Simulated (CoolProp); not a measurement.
Properties of CH3F (R41) along the isotherm 425 K (Tc = 317.3 K, pc = 5.906 MPa, ω = 0.200).

The numbers come from the reference Helmholtz-energy equation of state, Lemmon 2006 in CoolProp. It is a short technical equation, of lower accuracy than the large ones.

```csv
p (MPa),phase,speed of sound (m/s),Joule-Thomson coefficient (K/MPa),isothermal compressibility (1/MPa)
6.56,supercritical,?,5.811,0.1799
13.1,supercritical,319.4,4.320,0.09901
19.7,supercritical,350.3,2.628,?
26.2,supercritical,412.3,1.483,0.02975
32.8,supercritical,479.8,0.8598,0.01781
39.4,supercritical,541.9,?,0.01211
45.9,supercritical,596.8,0.3032,?
52.5,supercritical,?,0.1607,0.007083
59.1,supercritical,692.9,0.05965,0.005796
```

**Question.** What belongs in the gaps?

**Answer.** 
- 6.56, speed of sound (m/s): 327.5
- 19.7, isothermal compressibility (1/MPa): 0.05561
- 39.4, Joule-Thomson coefficient (K/MPa): 0.5133
- 45.9, isothermal compressibility (1/MPa): 0.009017
- 52.5, speed of sound (m/s): 647.1
